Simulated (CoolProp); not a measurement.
Properties of C2F6 (R116) along the isotherm 304.1 K (Tc = 293.0 K, pc = 30.48 bar, ω = 0.257).

Values from CoolProp's reference Helmholtz-energy equation of state, Lemmon 2006. It is a short technical equation, of lower accuracy than the large ones.

```json
[
 {"p (bar)": "20.3", "phase": "gas", "density (kg/m³)": "144.6", "cp (kJ/(kg K))": "0.9585", "isothermal compressibility (1/MPa)": "0.6789", "expansivity (1/kK)": "8.054", "conductivity (mW/(m K))": "17.0"},
 {"p (bar)": "40.6", "phase": "supercritical", "density (kg/m³)": "705.6", "cp (kJ/(kg K))": "3.245", "isothermal compressibility (1/MPa)": "0.6457", "expansivity (1/kK)": "60.05", "conductivity (mW/(m K))": "34.4"},
 {"p (bar)": "61", "phase": "supercritical", "density (kg/m³)": "988.4", "cp (kJ/(kg K))": "1.440", "isothermal compressibility (1/MPa)": "0.05708", "expansivity (1/kK)": "10.99", "conductivity (mW/(m K))": "40.2"},
 {"p (bar)": "81.3", "phase": "supercritical", "density (kg/m³)": "1073", "cp (kJ/(kg K))": "1.270", "isothermal compressibility (1/MPa)": "0.02952", "expansivity (1/kK)": "7.123", "conductivity (mW/(m K))": "44.1"},
 {"p (bar)": "102", "phase": "supercritical", "density (kg/m³)": "1127", "cp (kJ/(kg K))": "1.197", "isothermal compressibility (1/MPa)": "[?]", "expansivity (1/kK)": "5.554", "conductivity (mW/(m K))": "47.1"},
 {"p (bar)": "122", "phase": "supercritical", "density (kg/m³)": "1167", "cp (kJ/(kg K))": "1.157", "isothermal compressibility (1/MPa)": "0.01527", "expansivity (1/kK)": "4.702", "conductivity (mW/(m K))": "49.5"},
 {"p (bar)": "142", "phase": "supercritical", "density (kg/m³)": "1200", "cp (kJ/(kg K))": "1.130", "isothermal compressibility (1/MPa)": "0.01239", "expansivity (1/kK)": "4.138", "conductivity (mW/(m K))": "51.5"},
 {"p (bar)": "163", "phase": "supercritical", "density (kg/m³)": "1229", "cp (kJ/(kg K))": "1.109", "isothermal compressibility (1/MPa)": "0.01037", "expansivity (1/kK)": "3.714", "conductivity (mW/(m K))": "53.4"},
 {"p (bar)": "183", "phase": "supercritical", "density (kg/m³)": "1253", "cp (kJ/(kg K))": "1.094", "isothermal compressibility (1/MPa)": "0.008979", "expansivity (1/kK)": "3.408", "conductivity (mW/(m K))": "55.0"},
 {"p (bar)": "203", "phase": "supercritical", "density (kg/m³)": "1274", "cp (kJ/(kg K))": "1.082", "isothermal compressibility (1/MPa)": "0.007925", "expansivity (1/kK)": "3.164", "conductivity (mW/(m K))": "56.5"},
 {"p (bar)": "223", "phase": "supercritical", "density (kg/m³)": "1293", "cp (kJ/(kg K))": "1.072", "isothermal compressibility (1/MPa)": "0.007097", "expansivity (1/kK)": "2.965", "conductivity (mW/(m K))": "57.9"},
 {"p (bar)": "244", "phase": "supercritical", "density (kg/m³)": "1312", "cp (kJ/(kg K))": "[?]", "isothermal compressibility (1/MPa)": "0.006399", "expansivity (1/kK)": "2.791", "conductivity (mW/(m K))": "59.2"},
 {"p (bar)": "264", "phase": "supercritical", "density (kg/m³)": "[?]", "cp (kJ/(kg K))": "1.057", "isothermal compressibility (1/MPa)": "0.005853", "expansivity (1/kK)": "2.650", "conductivity (mW/(m K))": "60.4"},
 {"p (bar)": "284", "phase": "supercritical", "density (kg/m³)": "1343", "cp (kJ/(kg K))": "[?]", "isothermal compressibility (1/MPa)": "0.005395", "expansivity (1/kK)": "[?]", "conductivity (mW/(m K))": "61.6"},
 {"p (bar)": "305", "phase": "supercritical", "density (kg/m³)": "1357", "cp (kJ/(kg K))": "1.045", "isothermal compressibility (1/MPa)": "0.004987", "expansivity (1/kK)": "2.415", "conductivity (mW/(m K))": "62.7"}
]
```

Problem. What belongs in the gaps?

Solution. 
- 102, isothermal compressibility (1/MPa): 0.01996
- 244, cp (kJ/(kg K)): 1.064
- 264, density (kg/m³): 1328
- 284, cp (kJ/(kg K)): 1.051
- 284, expansivity (1/kK): 2.528

The peak of cp marks the crossing from liquid-like to gas-like fluid above the critical point.

Thermal conductivity comes from a separate model (Huber 2003), an estimate that may be off by 10 % or more.
